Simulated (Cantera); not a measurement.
Charge: 1 mol Si, a varied amount of Cl2, 24 mol N2, held at 1002 °C and 1.10 mbar.

These are equilibrium values from Cantera (NASA tables, ideal gas, pure condensed phases), not measurements of a reactor. Candidate condensed phases: Si, Si3N4; 13 gas species. Kinetics and transport are ignored.

Problem. At 3.2 mol Cl2, list the 4 most abundant gas species with their mole fractions, and the condensed phases.

Solution. N2 0.896, Cl 0.0447, SiCl4 0.0373, Cl2 0.0225. Condensed: gas only.
